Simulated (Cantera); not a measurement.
Thermodynamics of hydrogen reduction and annealing atmospheres, feed V2O5 + H2 + H2O

Charge: 1 mol V2O5, 110 mol H2, 0.12 mol H2O, at 1973.15 K.

These are equilibrium values from Cantera (NASA tables, ideal gas, pure condensed phases), not measurements of a reactor. Candidate condensed phases: H2O, V, VO, V2O3, V2O4, V2O5; 12 gas species. Mutual solubility and eutectic melting of coexisting phases are not modelled. VO: taken at fixed stoichiometry. Condensed phases not in the tables: the oxides between V2O3 and V2O5 other than VO2. Equilibrium is a limit: real reactors are often held back by kinetics, nucleation or transport.

At 10.0 Pa nothing is condensed. From 52.0 Pa to 2.70 mbar the condensed part is VO(s). From 14.0 mbar to 10.0 bar the condensed part is VO(s) + V2O3(s). The main V-bearing gas is VO2 throughout.

| P (Pa) | x H2 | x H | x H2O | x VO2 | x VO | x OH | x V | x O | n VO(s) | n V2O3(s) |
|---|---|---|---|---|---|---|---|---|---|---|
| 10 | 0.846 | 0.124 | 0.0128 | 0.0132 | 0.00345 | 0.000178 | 8.10e-5 | 1.93e-5 | 0 | 0 |
| 52 | 0.914 | 0.0566 | 0.0161 | 0.0110 | 0.00245 | 9.50e-5 | 4.92e-5 | 4.33e-6 | 0.454 | 0 |
| 270 | 0.946 | 0.0253 | 0.0247 | 0.00312 | 0.000472 | 6.27e-5 | 6.41e-6 | 1.23e-6 | 1.60 | 0 |
| 1400 | 0.962 | 0.0112 | 0.0259 | 0.000619 | 9.10e-5 | 2.86e-5 | 1.20e-6 | 2.45e-7 | 1.56 | 0.183 |
| 7200 | 0.969 | 0.00495 | 0.0260 | 0.000120 | 1.77e-5 | 1.26e-5 | 2.34e-7 | 4.76e-8 | 1.52 | 0.230 |
| 37000 | 0.972 | 0.00219 | 0.0261 | 2.34e-5 | 3.44e-6 | 5.59e-6 | 4.54e-8 | 9.26e-9 | 1.52 | 0.238 |
| 190000 | 0.973 | 0.000967 | 0.0261 | 4.56e-6 | 6.71e-7 | 2.47e-6 | 8.85e-9 | 1.80e-9 | 1.52 | 0.239 |
| 1000000 | 0.973 | 0.000421 | 0.0262 | 8.66e-7 | 1.27e-7 | 1.08e-6 | 1.68e-9 | 3.43e-10 | 1.52 | 0.238 |
x: gas mole fraction; n: condensed amount in mol.
